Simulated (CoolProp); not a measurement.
Vapour pressure (MPa) of sulfur dioxide: the reference equation beside estimates from Tc = 157.5 °C, pc = 7.887 MPa, ω = 0.256.

Computed with CoolProp (reference Helmholtz-energy equation of state, Gao 2016).

| T (°C) | reference | Lee-Kesler | Redlich-Kwong | Peng-Robinson |
|---|---|---|---|---|
| -38.45 | 0.02367 | 0.02291 | 0.05452 | 0.02447 |
| -22.05 | 0.05740 | 0.05612 | 0.1188 | 0.05841 |
| -5.65 | 0.1227 | 0.1210 | 0.2303 | 0.1235 |
| 10.75 | 0.2369 | 0.2355 | 0.4069 | 0.2369 |
| 27.15 | 0.4211 | 0.4210 | 0.6677 | 0.4196 |
| 43.55 | 0.7000 | 0.7020 | 1.032 | 0.6963 |
| 59.95 | 1.101 | 1.105 | 1.519 | 1.095 |
| 76.35 | 1.653 | 1.658 | 2.146 | 1.646 |
| 92.75 | 2.388 | 2.393 | 2.932 | 2.385 |
| 109.15 | 3.342 | 3.344 | 3.893 | 3.346 |

Absolute difference from the reference over all 10 rows, mean and median: Lee-Kesler 0.9 and 0.3 %, Redlich-Kwong 61.0 and 53.0 %, Peng-Robinson 0.8 and 0.5 %.
